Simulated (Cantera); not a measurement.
# Calcination and drying: Ca(OH)₂ + H₂O + C

Charge: 1 mol Ca(OH)₂, 7 mol H₂O, 0.17 mol C, equilibrated at 1248.15 K and 2.60 mbar.

Method: chemical equilibrium by Gibbs-energy minimisation in Cantera with the NASA 1993 tables (ideal gas, pure condensed phases). Candidate condensed phases: C, C₆H₆, C₇H₈, C₈H₁₈, Ca, CaCO₃, CaO, Ca(OH)₂, H₂O; 115 gas species. Equilibrium is a limit: real reactors are often held back by kinetics, nucleation or transport.

- x(H₂O): 0.939
- x(H₂): 0.0403
- x(CO₂): 0.0195
- x(CO): 0.00130
- x(H): 1.84e-6
- n(CaO(s)): 1.00 mol
- gas amount: 8.170 mol
- log10 activity of C(graphite) (absent): -8.65
- log10 activity of Ca(l) (absent): -14.95
